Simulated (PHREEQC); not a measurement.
Make-up at 20 °C: 0.0055 mol/kgw HF, 0.00027 mol/kgw NH4F and 0.00041 mol/kgw H2SO4. Closed to the air; pH follows from the charge balance.

Equilibrium calculation in PHREEQC: ion-association model, wateq4f.dat.

Precipitation was switched off in this run.

Question: Order these F species by the share of F that they hold, largest first: HF2-, F-, H2F2, HF.

Answer: HF (70 %), F- (27 %), H2F2 (1.8 %), HF2- (0.81 %)

Question: Order these S species by the share of S that they hold, largest first: HSO4-, SO4-2, NH4SO4-.

Answer: SO4-2 (87 %), HSO4- (13 %), NH4SO4- (0.24 %)

The pH is 2.70 and the ionic strength 0.00272 mol/kgw. Species that the database lacks are ignored.
